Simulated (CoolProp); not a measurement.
Vapour-liquid equilibrium of methanol (1) + ethylbenzene (2) at 0.271 MPa; x and y are mole fractions of (1).

The numbers come from the multi-fluid Helmholtz-energy mixture model, de Reuck 1993 and Zhou 2012; pair parameters Bell 2016 in CoolProp.

### Question
Give the bubble temperature and the first vapour's composition at x = 0.5, 0.575, 0.65. Is there an azeotrope?

### Answer
x = 0.5: 98.2 °C, y = 0.896; x = 0.575: 97.4 °C, y = 0.901; x = 0.65: 96.6 °C, y = 0.908. No azeotrope shows between x = 0.05 and 0.95.

The pair parameters rest on a limited set of measurements; away from them the model extrapolates. With so large a gap from Raoult's law the liquid may split in two, which this calculation doesn't test in full.
